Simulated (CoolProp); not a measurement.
Values from CoolProp's reference Helmholtz-energy equation of state, Lemmon 2006. It is a short technical equation, of lower accuracy than the large ones.

For isohexane, give the phase and the cp (kJ/(kg K)), cv (kJ/(kg K)), Joule-Thomson coefficient (K/MPa), fugacity coefficient at 208.7 K and 1.01 bar.


- 208.7 K and 1.01 bar: liquid; cp 1.87, cv 1.39, Joule-Thomson coefficient -0.554, fugacity coefficient 0.000968
